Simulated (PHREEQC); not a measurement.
Consider water at 25 °C and 500 atm with 0.054 mol CuCl2, 0.0012 mol HCl and 0.0061 mol Na2SO4 per kg of water. Closed to the air; pH follows from the charge balance.

The numbers come from PHREEQC with the ion-association model, phreeqc.dat.

Precipitation was switched off in this run.

Q: Order these S species by the share of S that they hold, largest first: HSO4-, CuSO4, SO4-2, NaSO4-.

A: SO4-2 (58 %), CuSO4 (40 %), HSO4- (1.3 %), NaSO4- (1.1 %)

The pH is 3.04 and the ionic strength 0.163 mol/kgw. Species that the database lacks are ignored. Under pressure, the constants of complexes without a molar volume in the database are unreliable.
